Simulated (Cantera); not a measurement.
## Catalytic stagnation flow on Pt

A jet of CH4 : O2 : N2 = 0.012 : 0.14 : 0.79 (molar parts), equivalence ratio 0.17 at 300 K and 105 Torr hits a platinum plate 3 cm away at a mass flux of 0.13 kg/m²/s; the plate temperature is set and raised in steps from an oxygen-covered start.

Cantera simulation using Deutschmann's 1995 Pt surface mechanism with GRI-Mech 3.0 gas chemistry; the numbers are that mechanism's predictions, not measurements. Catalytic surfaces can have several steady states; this one follows from the mechanism file's or the stated starting coverage.

```csv
plate T (K),wall x CH4,wall x O2,wall x H2O,wall x OH,wall x CO,wall x CO2,θ free Pt,θ O*
850,0.0114,0.146,0.00247,<1e-8,2.73e-6,0.00162,0.112,0.887
900,0.00999,0.143,0.00512,1.33e-8,3.42e-6,0.00335,0.166,0.833
950,0.00826,0.139,0.00832,4.62e-8,3.90e-6,0.00546,0.226,0.773
1000,0.00660,0.136,0.0114,1.31e-7,4.17e-6,0.00749,0.290,0.709
1050,0.00522,0.133,0.0139,3.30e-7,4.35e-6,0.00915,0.355,0.644
1100,0.00417,0.130,0.0158,7.42e-7,4.52e-6,0.0104,0.419,0.580
```
x: mole fraction at the wall; θ: surface coverage.
